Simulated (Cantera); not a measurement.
What does this Cantera script print?

```python
import numpy as np
import cantera as ct

gas_names = """
    C CH CH2 CH3 CH4 C2 C2H C2H2,acetylene C2H2,vinylidene C2H3,vinyl C2H4 C2H5 C2H6 C3 C3H3,propargyl
    C3H4,allene C3H4,propyne C3H4,cyclo- C3H5,allyl C3H6,propylene C3H6,cyclo- C3H7,n-propyl
    C3H7,i-propyl C3H8 C4 C4H2 C4H4,1,3-cyclo- C4H6,butadiene C4H6,2-butyne C4H6,cyclo- C4H8,1-butene
    C4H8,cis2-buten C4H8,tr2-butene C4H8,isobutene C4H8,cyclo- C4H9,n-butyl C4H9,i-butyl C4H9,s-butyl
    C4H9,t-butyl C4H10,isobutane C4H10,n-butane C5 C5H6,1,3cyclo- C5H8,cyclo- C5H10,1-pentene
    C5H10,cyclo- C5H11,pentyl C5H11,t-pentyl C5H12,n-pentane C5H12,i-pentane CH3C(CH3)2CH3 C6H2
    C6H5,phenyl C6H6 C6H10,cyclo- C6H12,1-hexene C6H12,cyclo- C6H13,n-hexyl C7H7,benzyl C7H8
    C7H14,1-heptene C7H15,n-heptyl C7H16,n-heptane C8H8,styrene C8H10,ethylbenz C8H16,1-octene
    C8H17,n-octyl C8H18,isooctane C8H18,n-octane C9H19,n-nonyl C10H8,naphthale C10H21,n-decyl
    C12H9,o-bipheny C12H10,bipheny H H2 Si SiC SiC2 SiC4H12 SiH SiH2 SiH3 SiH4 Si2 Si2C Si3
""".split()
cond_names = """
    C(gr) C6H6(L) C7H8(L) C8H18(L),n-octa Si(cr) Si(L) SiC(b)
""".split()


def load(file, names, dense=False):
    # The tables refer to 1 bar. Condensed volumes are neglected.
    table = {s.name: s for s in ct.Species.list_from_file(file)}
    out = []
    for n in names:
        d = dict(table[n].input_data)
        d["thermo"] = dict(d["thermo"], **{"reference-pressure": 1e5})
        if dense:
            d["equation-of-state"] = {"model": "constant-volume", "density": "1e6 g/cm^3"}
        out.append(ct.Species.from_dict(d))
    return out


gas = ct.Solution(thermo="ideal-gas", species=load("nasa_gas.yaml", gas_names))
cond = {s.name: ct.Solution(thermo="fixed-stoichiometry", species=[s], name=s.name)
        for s in load("nasa_condensed.yaml", cond_names, dense=True)}
atoms = {
    'Si(CH3)4': {'Si': 1, 'C': 4, 'H': 12},
    'C2H2': {'C': 2, 'H': 2},
    'H2': {'H': 2},
}
top_T = {'C(gr)': 4500, 'SiC(b)': 3050}  # K; cautious upper limits of use, not melting points


def equilibrate(T, P, feed):
    n = {}
    for name, mol in feed.items():
        for a, k in atoms[name].items():
            n[a] = n.get(a, 0.0) + k * mol
    gas.TPX = T, P, n
    mass = sum(n.values()) * gas.mean_molecular_weight
    gas.equilibrate("TP")
    valid = [c for c in cond.values() if c.min_temp <= T <= top_T.get(c.name, c.max_temp)]
    mix = ct.Mixture([(gas, mass / gas.mean_molecular_weight)] + [(c, 0.0) for c in valid])
    mix.T, mix.P = T, P
    mix.equilibrate("TP", solver="vcs", rtol=1e-11, max_steps=5000)
    return mix


results = []
feed = {'Si(CH3)4': 1, 'C2H2': 0.063, 'H2': 1000}  # mol
P = 13332.2  # Pa
for T in [1475, 1550, 1625, 1700, 1775, 1850, 1925, 2000, 2075, 2150, 2225, 2300, 2375, 2450]:
    mix = equilibrate(T, P, feed)
    results.append((T, P, feed, dict(zip(mix.species_names, mix.species_moles))))

top = {s: max(r[3][s] / sum(r[3][g] for g in gas_names) for r in results) for s in gas_names}
cols = sorted((s for s in top if top[s] > 0.001), key=lambda s: -top[s])[:7]
seen = [c for c in cond_names if any(r[3].get(c, 0) > 1e-12 for r in results)]
print("log10 of partial pressures in bar; condensed amounts in mol")
print(f"{'T/K':>10s}" + "".join(f"{s[:9]:>10s}" for s in cols + seen))
for T, P, feed, n in results:
    ng = sum(n[g] for g in gas_names)
    print(f"{T:10.4g}" + "".join(f"{np.log10(max(n[s] / ng * P / 1e5, 1e-99)):10.3f}" for s in cols)
          + "".join(f"{n.get(c, 0):10.4g}" for c in seen))
```

Output:

```
log10 of partial pressures in bar; condensed amounts in mol
       T/K        H2         H C2H2,acet     C(gr)    SiC(b)
      1475    -0.875    -5.325    -6.051     2.722         1
      1550    -0.875    -4.939    -5.670      2.82         1
      1625    -0.875    -4.589    -5.324     2.856    0.9999
      1700    -0.875    -4.269    -5.010      2.83    0.9997
      1775    -0.876    -3.976    -4.722     2.726    0.9989
      1850    -0.876    -3.707    -4.458     2.512    0.9967
      1925    -0.876    -3.458    -4.216     2.141    0.9898
      2000    -0.877    -3.228    -3.992     1.549    0.9699
      2075    -0.879    -3.014    -3.785    0.6611    0.9143
      2150    -0.881    -2.815    -3.664         0    0.7485
      2225    -0.884    -2.631    -3.612         0    0.2523
      2300    -0.888    -2.458    -3.587         0         0
      2375    -0.893    -2.297    -3.588         0         0
      2450    -0.900    -2.147    -3.591         0         0
```

Equilibrium computed with Cantera from the NASA thermochemical tables; the gas is ideal and each condensed phase is pure. Gases not in the tables: Si2H6 and higher silanes.
